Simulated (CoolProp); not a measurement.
Saturation properties of decamethyltetrasiloxane (MD2M) (Tc = 599.4 K, pc = 1144 kPa, ω = 0.635).

Model: reference Helmholtz-energy equation of state, Thol 2017, in CoolProp.

```csv
T (K),p (kPa),liquid density (kg/m³),vapour density (kg/m³)
311.1,0.1396,835.7,0.01677
328.7,0.4499,(withheld),0.05120
346.3,(withheld),(withheld),(withheld)
363.8,(withheld),782.8,0.3099
381.4,6.549,764.6,0.6473
399,(withheld),(withheld),1.240
416.5,23.97,727.1,2.204
434.1,41.42,707.3,3.703
451.7,67.71,686.6,5.923
```

### Question
Some entries are withheld; supply them.

### Answer

- 328.7, liquid density (kg/m³): 818.2
- 346.3, p (kPa): 1.243
- 346.3, liquid density (kg/m³): 800.5
- 346.3, vapour density (kg/m³): 0.1344
- 363.8, p (kPa): 3.003
- 399, p (kPa): 13.04
- 399, liquid density (kg/m³): 746.1

It boils at 467.6 K under 1 atm.
